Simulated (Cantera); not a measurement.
# Thermodynamics of aluminium nitride and oxide growth, feed AlCl₃ + HCl + N₂

A closed system holds: 1 mol AlCl₃, 0.94 mol HCl, 340 mol N₂, at 460 Pa.

Cantera equilibrium calculation (NASA polynomials, part measured and part estimated; ideal gas, pure solids and liquids). Candidate condensed phases: Al, AlCl₃, AlN, NH₄Cl; 20 gas species. The tables' values for AlCl₂ are old estimates; treat these amounts as uncertain. Rates play no part.

From 1300 K to 1950 K nothing is condensed. The main Al-bearing gas is AlCl₃ at 1300 K and AlCl at 1950 K.

```csv
T (K),x N₂,x Cl,x AlCl₃,x HCl,x AlCl,x AlCl₂
1300,0.994,1.68e-5,0.00292,0.00274,2.44e-7,6.18e-6
1350,0.994,3.05e-5,0.00291,0.00274,1.06e-6,1.45e-5
1400,0.994,5.53e-5,0.00289,0.00273,3.78e-6,3.06e-5
1450,0.994,0.000101,0.00285,0.00273,1.13e-5,5.85e-5
1500,0.994,0.000181,0.00279,0.00273,2.92e-5,0.000102
1550,0.994,0.000321,0.00269,0.00273,6.68e-5,0.000166
1600,0.994,0.000554,0.00253,0.00273,0.000139,0.000254
1650,0.993,0.000921,0.00229,0.00272,0.000268,0.000362
1700,0.993,0.00147,0.00196,0.00272,0.000478,0.000483
1750,0.992,0.00221,0.00153,0.00271,0.000794,0.000590
1800,0.991,0.00311,0.00106,0.00270,0.00121,0.000646
1850,0.990,0.00405,0.000611,0.00267,0.00168,0.000616
1900,0.990,0.00484,0.000290,0.00263,0.00212,0.000504
1950,0.989,0.00539,0.000117,0.00256,0.00243,0.000363
```
x: gas mole fraction; nothing condenses.
